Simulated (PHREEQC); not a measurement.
Dissolve 0.001 mol TMAH and 0.0026 mol K2CO3 per kg of water at 55 °C. Closed to the air; pH follows from the charge balance.

Computed with PHREEQC (ion-association model, phreeqc.dat).

No solid was allowed to form.

Question: Estimate the pH, ionic strength.

Answer: pH 10.36; ionic strength 0.00796 mol/kgw.

Question: In which forms is C present?

Answer: CO3-2 68 %, HCO3- 32 % of the C.

(CH3)4N+ isn't in the database: it is added as a free cation with an ion size of 4 Å. Away from 25 °C the constants follow the database's enthalpies or fits; those with neither stay at their 25 °C values.
